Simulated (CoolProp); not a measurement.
A Linde-Hampson liquefier for ethylene: isothermal reversible compression at 320 K from 1 atm to 15 MPa, throttling to 1 atm, return gas leaving the recuperator 2 K below the feed. Each further row changes one setting.

Computed with CoolProp (reference Helmholtz-energy equation of state, Smukala 2000).

```json
[
 {"case": "as stated", "liquid yield per pass": "0.392", "compression work (kJ/kg of gas)": "404"},
 {"case": "high pressure 30 MPa", "liquid yield per pass": "0.426", "compression work (kJ/kg of gas)": "444"},
 {"case": "warm-end temperature 350 K", "liquid yield per pass": "0.288", "compression work (kJ/kg of gas)": "465"},
 {"case": "warm-end gap 7 K", "liquid yield per pass": "0.385", "compression work (kJ/kg of gas)": "404"}
]
```
